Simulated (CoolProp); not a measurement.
Computed with CoolProp (reference Helmholtz-energy equation of state, Thol 2019).

Task: For decamethylcyclopentasiloxane (D5), give the phase and the Z, isothermal compressibility (1/MPa), fugacity coefficient at 486.1 K and 0.253 MPa; 514.8 K and 0.253 MPa; 533.9 K and 0.253 MPa.

Result: 
- 486.1 K and 0.253 MPa: liquid; Z 0.0313, isothermal compressibility 0.00910, fugacity coefficient 0.390
- 514.8 K and 0.253 MPa: liquid; Z 0.0313, isothermal compressibility 0.0144, fugacity coefficient 0.682
- 533.9 K and 0.253 MPa: gas; Z 0.830, isothermal compressibility 4.92, fugacity coefficient 0.855
